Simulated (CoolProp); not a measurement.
The numbers come from the reference Helmholtz-energy equation of state, Thol 2014 in CoolProp.

Give the vapour pressure (MPa), liquid density (kg/m³), enthalpy of vaporisation (kJ/kg), vapour Z of saturated diethyl ether at 76.35, 95.25, 104.65 °C.


```json
[
 {"T (°C)": "76.35", "p (MPa)": "0.366", "liquid density (kg/m³)": "643", "enthalpy of vaporisation (kJ/kg)": "318", "vapour Z": "0.892"},
 {"T (°C)": "95.25", "p (MPa)": "0.586", "liquid density (kg/m³)": "616", "enthalpy of vaporisation (kJ/kg)": "297", "vapour Z": "0.852"},
 {"T (°C)": "104.65", "p (MPa)": "0.727", "liquid density (kg/m³)": "602", "enthalpy of vaporisation (kJ/kg)": "285", "vapour Z": "0.829"}
]
```
